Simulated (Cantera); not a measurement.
A perfectly stirred reactor is fed with 4.26 % CH4, 14.7 % O2, 81.0 % N2, at 940000 Pa; it is adiabatic with a 475 K inlet, and is followed from long to short residence time, starting on the burning branch (τ in s: 0.47, 0.18, 0.071, 0.028, 0.011, 0.0042, 0.0016, 0.00064, 0.00025, 9.8e-05, 3.8e-05).

Computed with Cantera and GRI-Mech 3.0 (53 species, 325 reactions).

Q: Predict: blow-out, bracketed by the residence times tried; x(CH4) at τ = 0.470 s; x(O2) at τ = 0.470 s; x(C2H4) at τ = 0.470 s; x(H2) at τ = 0.470 s; x(CH4) at τ = 4.20 ms; x(O2) at τ = 4.20 ms.

A: 
```json
{
 "blow_out_bracketed_by_the_residence_times_tried": "burning at 11.0 ms, out at 4.20 ms",
 "x(CH4) at τ = 0.470 s": "1.04e-5",
 "x(O2) at τ = 0.470 s": "0.0619",
 "x(C2H4) at τ = 0.470 s": "3.51e-8",
 "x(H2) at τ = 0.470 s": "3.12e-6",
 "x(CH4) at τ = 4.20 ms": "0.0426",
 "x(O2) at τ = 4.20 ms": "0.147"
}
```
